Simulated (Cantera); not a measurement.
Mixture: CH3OH : O2 : N2 : H2O = 1 : 3.57 : 13.4 : 3.7 (molar parts), equivalence ratio 0.42, at 28.0 bar, adiabatic and at constant pressure. Ignition delay is the time to a rise of 400 K.

Detailed kinetics in Cantera: GRI-Mech 3.0 (53 species, 325 reactions). GRI-Mech 3.0 was tuned for natural gas; its chemistry of methanol as a main component is partial and can be far from experiment. The pressure lies above the range GRI-Mech 3.0 was tuned for (to about 10 atm).

Task: What does this change do: pressure from 28.0 bar to 1.60 bar?

Result: 
```csv
quantity,before,after
delay at 1098 K,5.25 ms,36.2 ms
delay at 1173 K,1.24 ms,8.81 ms
delay at 1248 K,0.346 ms,2.60 ms
delay at 1323 K,0.113 ms,0.914 ms
delay at 1398 K,42.8 µs,0.375 ms
delay at 1473 K,18.5 µs,0.177 ms
apparent activation energy between 1323 and 1473 K,200 kJ/mol,180 kJ/mol
```
